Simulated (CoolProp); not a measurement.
Model: reference Helmholtz-energy equation of state, Gao 2022, in CoolProp.

Question: Give the vapour pressure (kPa), liquid density (kg/m³), liquid cp (kJ/(kg K)) of saturated n-perfluorohexane at 301.8, 323.2, 330.3 K.

Answer: 
```csv
T (K),p (kPa),liquid density (kg/m³),liquid cp (kJ/(kg K))
301.8,34.4,1670,1.05
323.2,79.2,1600,1.09
330.3,101,1580,1.10
```
